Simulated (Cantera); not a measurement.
Feed: 1 mol SiCl4, 0.0055 mol C2H2, 260 mol H2, held at 1.00 Torr.

These are equilibrium values from Cantera (NASA tables, ideal gas, pure condensed phases), not measurements of a reactor. Candidate condensed phases: C, C6H6, C7H8, C8H18, Si, SiC; 109 gas species. Mutual solubility and eutectic melting of coexisting phases are not modelled. Gases not in the tables: Si2H6 and higher silanes. Rates play no part.

Task: What share of the Si ends up in condensed phases as a function of T (K), at 1250, 1350, 1450, 1550, 1650, 1750, 1850, 1950, 2050, 2150, 2250, 2350, 2450?

Result: 
```json
[
 {"T (K)": "1250", "Si condensed (%)": "86.3", "as": "Si(s) + SiC(s)"},
 {"T (K)": "1350", "Si condensed (%)": "85.0", "as": "Si(s) + SiC(s)"},
 {"T (K)": "1450", "Si condensed (%)": "83.7", "as": "Si(s) + SiC(s)"},
 {"T (K)": "1550", "Si condensed (%)": "81.8", "as": "Si(s) + SiC(s)"},
 {"T (K)": "1650", "Si condensed (%)": "75.3", "as": "Si(s) + SiC(s)"},
 {"T (K)": "1750", "Si condensed (%)": "48.8", "as": "Si(l) + SiC(s)"},
 {"T (K)": "1850", "Si condensed (%)": "0.0", "as": "-"},
 {"T (K)": "1950", "Si condensed (%)": "0.0", "as": "-"},
 {"T (K)": "2050", "Si condensed (%)": "0.0", "as": "-"},
 {"T (K)": "2150", "Si condensed (%)": "0.0", "as": "-"},
 {"T (K)": "2250", "Si condensed (%)": "0.0", "as": "-"},
 {"T (K)": "2350", "Si condensed (%)": "0.0", "as": "-"},
 {"T (K)": "2450", "Si condensed (%)": "0.0", "as": "-"}
]
```
